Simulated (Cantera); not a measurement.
## Gas-phase reforming

An isothermal, constant-pressure homogeneous reactor starts with CH4 : H2O = 1 : 1.9 (molar parts), at 1898 K and 101000 Pa.

Model: GRI-Mech 3.0 (53 species, 325 reactions), integrated in Cantera.

```csv
t (s),x CH4,x H2O,x CO,x O,x CH2,x C2H,x HO2
4.00e-5,0.316,0.647,0.000123,4.74e-8,7.92e-6,1.50e-8,1.89e-11
9.65e-5,0.258,0.623,0.00102,5.28e-8,9.07e-6,2.45e-7,2.89e-11
0.000233,0.179,0.577,0.00296,3.12e-8,6.13e-6,8.34e-7,2.43e-11
0.000561,0.110,0.532,0.00657,2.16e-8,4.28e-6,1.30e-6,2.11e-11
0.00135,0.0602,0.493,0.0138,1.82e-8,3.02e-6,1.56e-6,1.93e-11
0.00326,0.0325,0.451,0.0278,1.74e-8,2.15e-6,1.59e-6,1.77e-11
0.00787,0.0222,0.394,0.0537,1.63e-8,1.47e-6,1.28e-6,1.28e-11
0.0190,0.0174,0.323,0.0930,1.44e-8,9.05e-7,8.07e-7,7.29e-12
0.0458,0.0119,0.252,0.137,1.27e-8,4.70e-7,3.88e-7,3.90e-12
0.110,0.00628,0.200,0.172,1.13e-8,1.93e-7,1.18e-7,2.28e-12
0.266,0.00184,0.176,0.189,1.04e-8,4.64e-8,1.17e-8,1.70e-12
0.642,7.39e-5,0.171,0.191,1.02e-8,1.72e-9,2.98e-11,1.61e-12
1.55,3.49e-8,0.171,0.192,1.03e-8,<1e-12,<1e-12,1.62e-12
3.73,2.33e-8,0.171,0.192,1.03e-8,<1e-12,<1e-12,1.62e-12
9.00,2.33e-8,0.171,0.192,1.03e-8,<1e-12,<1e-12,1.62e-12
```
x: mole fraction; the columns are a selection and need not sum to one.

Equilibrium at this temperature and pressure: CH4 2.79e-8, H2O 0.171, CO 0.192, O 1.03e-8, CH2 <1e-12, C2H <1e-12, HO2 1.62e-12 (gas phase only).
